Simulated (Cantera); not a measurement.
Charge: 1 mol CS2, 0.0068 mol SO2, 1.3 mol H2, at 75.0 Torr.

Method: chemical equilibrium by Gibbs-energy minimisation in Cantera with the NASA 1993 tables (ideal gas, pure condensed phases). Candidate condensed phases: C, C6H6, C7H8, C8H18, H2O, H2SO4, S; 123 gas species. Gases not in the tables: S3 to S7. Kinetics and transport are ignored.

Task: What share of the C ends up in condensed phases as a function of T (K), at 698, 748, 798, 848, 898, 948, 998, 1048, 1098, 1148, 1198, 1248?

Result: 
| T (K) | C condensed (%) | as |
|---|---|---|
| 698 | 66.3 | C(graphite) |
| 748 | 66.4 | C(graphite) |
| 798 | 66.2 | C(graphite) |
| 848 | 65.6 | C(graphite) |
| 898 | 64.6 | C(graphite) |
| 948 | 62.9 | C(graphite) |
| 998 | 60.5 | C(graphite) |
| 1048 | 57.5 | C(graphite) |
| 1098 | 53.8 | C(graphite) |
| 1148 | 49.7 | C(graphite) |
| 1198 | 45.5 | C(graphite) |
| 1248 | 41.5 | C(graphite) |
